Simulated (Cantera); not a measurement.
# Equilibrium for carbothermic reduction: PbO + C + CO

Feed: 1 mol PbO, 3.4 mol C, 1.3 mol CO, at 2450 K and 2900 Pa.

Method: chemical equilibrium by Gibbs-energy minimisation in Cantera with the NASA 1993 tables (ideal gas, pure condensed phases). Candidate condensed phases: C, Pb, PbO, PbO2, Pb3O4; 15 gas species. Kinetics and transport are ignored.

| Item | Value |
|---|---|
| x(CO) | 0.697 |
| x(Pb) | 0.303 |
| x(C3) | 7.74e-6 |
| x(Pb2) | 6.18e-6 |
| x(C) | 2.85e-6 |
| n(C(graphite)) | 2.40 mol |
| gas amount | 3.300 mol |
| log10 activity of Pb(l) (absent) | -2.86 |
